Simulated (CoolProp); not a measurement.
The numbers come from the reference Helmholtz-energy equation of state, Polt 1992 in CoolProp. This equation is an older, rougher fit; its heat capacities, sound speeds and derivatives of the liquid may be far off and weren't checked against measurements.

Problem. Give the vapour pressure (MPa), liquid density (kg/m³), vapour density (kg/m³), enthalpy of vaporisation (kJ/kg) of saturated propyne at 296.2, 303.9, 319.4 K.

Solution. 
```csv
T (K),p (MPa),liquid density (kg/m³),vapour density (kg/m³),enthalpy of vaporisation (kJ/kg)
296.2,0.550,615,10.0,468
303.9,0.685,602,12.4,458
319.4,1.03,576,18.6,433
```
